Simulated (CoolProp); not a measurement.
1000 sccm (0 °C, 1 atm) of nitrogen bubbles through liquid octamethyltrisiloxane (MDM) at 326.6 K and leaves saturated at a total pressure of 0.0383 MPa (ideal gas phase). Each further row changes one setting.

Model: reference Helmholtz-energy equation of state, Thol 2017, in CoolProp.

| case | vapour pressure (kPa) | mole fraction of vapour | delivery (mg/min) | delivery (sccm) | change of delivery for a bath 1 K warmer (%) |
|---|---|---|---|---|---|
| as stated | 2.62 | ___ | ___ | ___ | 5.7 |
| bath temperature 331.6 K | 3.38 | 0.0882 | 1020 | ___ | ___ |
| total pressure 0.0766 MPa | 2.62 | 0.0342 | ___ | 35.4 | ___ |

Problem. Complete the blanks.

Solution. 
- as stated, mole fraction of vapour: 0.0684
- as stated, delivery (mg/min): 775
- as stated, delivery (sccm): 73.4
- bath temperature 331.6 K, delivery (sccm): 96.7
- bath temperature 331.6 K, change of delivery for a bath 1 K warmer (%): 5.6
- total pressure 0.0766 MPa, delivery (mg/min): 374
- total pressure 0.0766 MPa, change of delivery for a bath 1 K warmer (%): 5.5
